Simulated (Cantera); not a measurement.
A perfectly stirred reactor is fed with 0.583 % C2H6, 99.1 % N2, 0.286 % H2O, at 1.01 bar; it is held at 1600 K, and followed from long to short residence time.

Model: GRI-Mech 3.0 (53 species, 325 reactions), integrated in Cantera. GRI-Mech 3.0 stops at C3 and has no aromatics, soot or wall deposition, so with more carbon than oxygen in the feed, carbon stays in small species such as C2H2 where larger ones or solid carbon would form.

One state of this run: x C2H6 = 2.12e-5; x CH3 = 5.79e-5; x H2 = 0.00874; x HCN = 2.14e-6; x C2H4 = 0.000106. x: mole fraction; the columns are a selection and need not sum to one.

Task: Which value of τ (s) does it belong to?
A. 0.57
B. 0.050
C. 0.11
D. 0.022

Result: C, 0.11
